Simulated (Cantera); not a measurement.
**Thermodynamics of silicon carbide growth, feed Si(CH₃)₄ + CH₄ + H₂**

Feed: 1 mol Si(CH₃)₄, 0.17 mol CH₄, 1300 mol H₂, held at 0.100 bar.

Equilibrium computed with Cantera from the NASA thermochemical tables; the gas is ideal and each condensed phase is pure. Candidate condensed phases: C, C₆H₆, C₇H₈, C₈H₁₈, Si, SiC; 87 gas species. The numbers say what is thermodynamically allowed, not how fast it happens.

From 700 °C to 850 °C the condensed part is SiC(s). From 925 °C to 1450 °C the condensed part is C(graphite) + SiC(s).

| T (°C) | x H₂ | x CH₄ | x H | x C₂H₂ (acetylene) | x CH₃ | x C₂H₄ | x SiH₂ | n SiC(s) | n C(graphite) |
|---|---|---|---|---|---|---|---|---|---|
| 700 | 0.998 | 0.00243 | 3.41e-9 | 1.94e-11 | 1.41e-10 | 1.87e-9 | <1e-12 | 1.00 | 0 |
| 775 | 0.998 | 0.00243 | 2.44e-8 | 6.89e-10 | 1.06e-9 | 1.27e-8 | <1e-12 | 1.00 | 0 |
| 850 | 0.998 | 0.00243 | 1.35e-7 | 1.52e-8 | 6.06e-9 | 6.70e-8 | 2.76e-12 | 1.00 | 0 |
| 925 | 0.998 | 0.00160 | 6.01e-7 | 9.88e-8 | 1.83e-8 | 1.24e-7 | 1.90e-11 | 1.00 | 1.08 |
| 1000 | 0.999 | 0.000938 | 2.25e-6 | 3.71e-7 | 4.13e-8 | 1.54e-7 | 1.22e-10 | 1.00 | 1.94 |
| 1075 | 0.999 | 0.000583 | 7.31e-6 | 1.20e-6 | 8.46e-8 | 1.86e-7 | 6.37e-10 | 1.000 | 2.41 |
| 1150 | 1.000 | 0.000381 | 2.10e-5 | 3.43e-6 | 1.61e-7 | 2.20e-7 | 2.79e-9 | 1.000 | 2.66 |
| 1225 | 1.000 | 0.000259 | 5.43e-5 | 8.81e-6 | 2.85e-7 | 2.56e-7 | 1.06e-8 | 1.000 | 2.81 |
| 1300 | 1.000 | 0.000183 | 0.000129 | 2.06e-5 | 4.80e-7 | 2.93e-7 | 3.51e-8 | 1.000 | 2.88 |
| 1375 | 1.000 | 0.000134 | 0.000282 | 4.47e-5 | 7.67e-7 | 3.31e-7 | 1.05e-7 | 1.000 | 2.88 |
| 1450 | 0.999 | 0.000100 | 0.000576 | 9.04e-5 | 1.18e-6 | 3.69e-7 | 2.83e-7 | 0.999 | 2.80 |
x: gas mole fraction; n: condensed amount in mol.
